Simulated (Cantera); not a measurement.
## Equilibrium for abatement and gas-phase synthesis: H2S + H2

A closed system holds: 1 mol H2S, 0.26 mol H2, equilibrated at 8200000 Pa.

Method: chemical equilibrium by Gibbs-energy minimisation in Cantera with the NASA 1993 tables (ideal gas, pure condensed phases). Candidate condensed phases: S; 7 gas species. The ideal-gas law is rough above about 30 bar. Gases not in the tables: S3 to S7. Kinetics and transport are ignored.

```csv
T (K),x H2S,x H2,x S2,x SH,x H,x S
600,0.794,0.206,6.41e-12,2.33e-12,<1e-12,<1e-12
700,0.794,0.206,9.94e-10,2.49e-10,<1e-12,<1e-12
800,0.794,0.206,4.50e-8,8.36e-9,<1e-12,<1e-12
900,0.794,0.206,8.89e-7,1.29e-7,5.86e-12,<1e-12
1000,0.794,0.206,9.78e-6,1.16e-6,1.14e-10,2.39e-12
1100,0.793,0.206,6.99e-5,7.04e-6,1.30e-9,6.78e-11
1200,0.793,0.207,0.000359,3.15e-5,9.92e-9,1.10e-9
1300,0.790,0.209,0.00141,0.000111,5.58e-8,1.16e-8
1400,0.781,0.214,0.00435,0.000323,2.49e-7,8.55e-8
1500,0.763,0.226,0.0106,0.000791,9.23e-7,4.62e-7
1600,0.734,0.244,0.0207,0.00167,2.97e-6,1.92e-6
```
x: gas mole fraction; nothing condenses.

From 600 K to 1600 K nothing is condensed.
